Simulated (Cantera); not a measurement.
Charge: 1 mol SiCl4, 0.39 mol C3H8, 18 mol H2, held at 2177 °C and 0.480 bar.

Method: chemical equilibrium by Gibbs-energy minimisation in Cantera with the NASA 1993 tables (ideal gas, pure condensed phases). Candidate condensed phases: C, C6H6, C7H8, C8H18, Si, SiC; 109 gas species. The tables' values for SiCl, SiCl3 are old estimates; treat these amounts as uncertain. Gases not in the tables: Si2H6 and higher silanes. Kinetics and transport are ignored.

Base state: H2 0.793, HCl 0.157, H 0.0258, SiCl2 0.0102, C2H2 (acetylene) 0.00692, Cl 0.00363, Si 0.00143, SiCl 0.000884 (mole fractions); condensed: C(graphite) + SiC(s).

What changes in the equilibrium state with this change: C3H8 from 0.39 to 0.011 mol?


```
species            before     after
----------------  -------  --------
H2                  0.793     0.800
HCl                 0.157     0.126
SiCl2              0.0102    0.0307
H                  0.0258    0.0259
C4H2              2.49e-5   4.88e-8
Si3               2.82e-7   2.94e-5
C2HCl             1.45e-5   5.13e-7
C2H               1.45e-5   6.43e-7
C2H2 (acetylene)  0.00692  0.000308
C(graphite), mol    0.143         0
SiC(s), mol         0.700         0
Si(l), mol              0    0.0752
```
